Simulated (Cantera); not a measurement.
A closed system holds: 1 mol SiCl₄, 0.81 mol HCl, 14 mol H₂, equilibrated at 0.133 bar.

These are equilibrium values from Cantera (NASA tables, ideal gas, pure condensed phases), not measurements of a reactor. Candidate condensed phases: Si; 19 gas species. The tables' values for SiCl₃, SiCl are old estimates; treat these amounts as uncertain. Kinetics and transport are ignored.

log p: log10 of the partial pressure in bar; nothing condenses.

```json
[
 {"T (K)": "598", "log p H₂": "-0.93", "log p HCl": "-2.17", "log p SiCl₄": "-2.07", "log p SiCl₂": "<-12", "log p SiHCl₃": "-5.42"},
 {"T (K)": "698", "log p H₂": "-0.93", "log p HCl": "-2.16", "log p SiCl₄": "-2.08", "log p SiCl₂": "___", "log p SiHCl₃": "___"},
 {"T (K)": "798", "log p H₂": "-0.93", "log p HCl": "-2.16", "log p SiCl₄": "-2.08", "log p SiCl₂": "-9.10", "log p SiHCl₃": "-3.91"},
 {"T (K)": "898", "log p H₂": "-0.93", "log p HCl": "-2.14", "log p SiCl₄": "-2.09", "log p SiCl₂": "-6.95", "log p SiHCl₃": "-3.44"},
 {"T (K)": "998", "log p H₂": "-0.93", "log p HCl": "-2.11", "log p SiCl₄": "-2.12", "log p SiCl₂": "-5.29", "log p SiHCl₃": "-3.10"},
 {"T (K)": "1098", "log p H₂": "-0.93", "log p HCl": "-2.06", "log p SiCl₄": "-2.17", "log p SiCl₂": "-4.03", "log p SiHCl₃": "-2.88"},
 {"T (K)": "1198", "log p H₂": "-0.94", "log p HCl": "-1.98", "log p SiCl₄": "-2.27", "log p SiCl₂": "-3.14", "log p SiHCl₃": "-2.81"},
 {"T (K)": "1298", "log p H₂": "-0.95", "log p HCl": "___", "log p SiCl₄": "___", "log p SiCl₂": "___", "log p SiHCl₃": "___"},
 {"T (K)": "1398", "log p H₂": "-0.97", "log p HCl": "-1.75", "log p SiCl₄": "-2.82", "log p SiCl₂": "-2.33", "log p SiHCl₃": "-3.20"},
 {"T (K)": "1498", "log p H₂": "-0.98", "log p HCl": "-1.69", "log p SiCl₄": "-3.30", "log p SiCl₂": "-2.20", "log p SiHCl₃": "-3.58"},
 {"T (K)": "1598", "log p H₂": "-0.98", "log p HCl": "-1.67", "log p SiCl₄": "-3.84", "log p SiCl₂": "-2.15", "log p SiHCl₃": "-3.99"},
 {"T (K)": "1698", "log p H₂": "-0.98", "log p HCl": "-1.66", "log p SiCl₄": "-4.35", "log p SiCl₂": "-2.13", "log p SiHCl₃": "-4.39"}
]
```

Problem. Some entries are withheld; supply them.

Solution. 
- 698, log p SiCl₂: -11.93
- 698, log p SiHCl₃: -4.54
- 1298, log p HCl: -1.85
- 1298, log p SiCl₄: -2.47
- 1298, log p SiCl₂: -2.61
- 1298, log p SiHCl₃: -2.92
